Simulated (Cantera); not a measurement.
Pb + H₂ + N₂ (iron carbonyl, mercury and lead vapours)

Charge: 1 mol Pb, 1.3 mol H₂, 22 mol N₂, held at 10.0 Torr.

Equilibrium computed with Cantera from the NASA thermochemical tables; the gas is ideal and each condensed phase is pure. Candidate condensed phases: Pb; 11 gas species. Kinetics and transport are ignored.

| T (K) | x N₂ | x H₂ | x Pb | x NH₃ | x H | x Pb₂ | n Pb(s) | n Pb(l) |
|---|---|---|---|---|---|---|---|---|
| 525 | 0.944 | 0.0558 | 1.53e-12 | 3.05e-5 | <1e-12 | <1e-12 | 1.00 | 0 |
| 575 | 0.944 | 0.0558 | 7.19e-11 | 1.11e-5 | <1e-12 | <1e-12 | 1.00 | 0 |
| 625 | 0.944 | 0.0558 | 1.75e-9 | 4.70e-6 | <1e-12 | <1e-12 | 0 | 1.00 |
| 675 | 0.944 | 0.0558 | 2.54e-8 | 2.23e-6 | <1e-12 | <1e-12 | 0 | 1.000 |
| 725 | 0.944 | 0.0558 | 2.53e-7 | 1.17e-6 | <1e-12 | <1e-12 | 0 | 1.000 |
| 775 | 0.944 | 0.0558 | 1.87e-6 | 6.62e-7 | 2.03e-12 | <1e-12 | 0 | 1.000 |
| 825 | 0.944 | 0.0558 | 1.08e-5 | 3.99e-7 | 1.62e-11 | 1.38e-12 | 0 | 1.000 |
| 875 | 0.944 | 0.0558 | 5.06e-5 | 2.55e-7 | 1.03e-10 | 1.86e-11 | 0 | 0.999 |
| 925 | 0.944 | 0.0558 | 0.000200 | 1.70e-7 | 5.33e-10 | 1.87e-10 | 0 | 0.995 |
| 975 | 0.944 | 0.0558 | 0.000688 | 1.18e-7 | 2.34e-9 | 1.48e-9 | 0 | 0.984 |
x: gas mole fraction; n: condensed amount in mol.

From 525 K to 575 K the condensed part is Pb(s). From 625 K to 975 K the condensed part is Pb(l).
